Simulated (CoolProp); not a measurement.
A single-stage vapour-compression cycle with chlorine: evaporating at 245.15 K (dew point), condensing at 272.15 K (bubble point), superheat 8 K, subcooling 0 K, compressor efficiency 0.7, no pressure losses. Each further row changes one setting.

Model: reference Helmholtz-energy equation of state, Thol 2021, in CoolProp.

```json
[
 {"case": "as stated", "cooling COP": "5.59", "pressure ratio": "2.72", "discharge temperature (K)": "352.4", "refrigerating effect (kJ/kg)": "262", "volumetric capacity (kJ/m³)": "1190"},
 {"case": "evaporating temperature 250.15 K", "cooling COP": "?", "pressure ratio": "2.22", "discharge temperature (K)": "?", "refrigerating effect (kJ/kg)": "264", "volumetric capacity (kJ/m³)": "1440"},
 {"case": "condensing temperature 267.15 K", "cooling COP": "?", "pressure ratio": "?", "discharge temperature (K)": "?", "refrigerating effect (kJ/kg)": "267", "volumetric capacity (kJ/m³)": "1210"},
 {"case": "subcooling 5 K", "cooling COP": "5.69", "pressure ratio": "2.72", "discharge temperature (K)": "352.4", "refrigerating effect (kJ/kg)": "267", "volumetric capacity (kJ/m³)": "1210"},
 {"case": "superheat 18 K", "cooling COP": "5.46", "pressure ratio": "2.72", "discharge temperature (K)": "365.8", "refrigerating effect (kJ/kg)": "267", "volumetric capacity (kJ/m³)": "1160"},
 {"case": "compressor efficiency 0.6", "cooling COP": "?", "pressure ratio": "2.72", "discharge temperature (K)": "367.5", "refrigerating effect (kJ/kg)": "262", "volumetric capacity (kJ/m³)": "1190"}
]
```

**Question.** What belongs in the gaps?

**Answer.** 
- evaporating temperature 250.15 K, cooling COP: 7.15
- evaporating temperature 250.15 K, discharge temperature (K): 336.6
- condensing temperature 267.15 K, cooling COP: 6.99
- condensing temperature 267.15 K, pressure ratio: 2.30
- condensing temperature 267.15 K, discharge temperature (K): 334.2
- compressor efficiency 0.6, cooling COP: 4.79
